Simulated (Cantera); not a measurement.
A freely propagating, adiabatic, planar premixed flame of CH4 : O2 : N2 = 1 : 1.67 : 5.83 (molar parts), equivalence ratio 1.2, unburnt at 450 K and 52000 Pa; mixture-averaged transport, grid criteria slope 0.08 and curve 0.16, no radiation.

Computed with Cantera and GRI-Mech 3.0 (53 species, 325 reactions). Burning velocities carry a grid error of a few per cent, more on coarse grids.

Task: What does this change do: inlet temperature 450 to 498 K?

Result: 
```json
[
 {"quantity": "laminar burning velocity", "before": "93.2 cm/s", "after": "111 cm/s"},
 {"quantity": "thermal thickness", "before": "0.609 mm", "after": "0.587 mm"},
 {"quantity": "peak x(H2)", "before": "0.0414", "after": "0.0421"},
 {"quantity": "peak x(HCN)", "before": "1.35e-5", "after": "1.39e-5"},
 {"quantity": "peak x(CO)", "before": "0.0714", "after": "0.0723"}
]
```
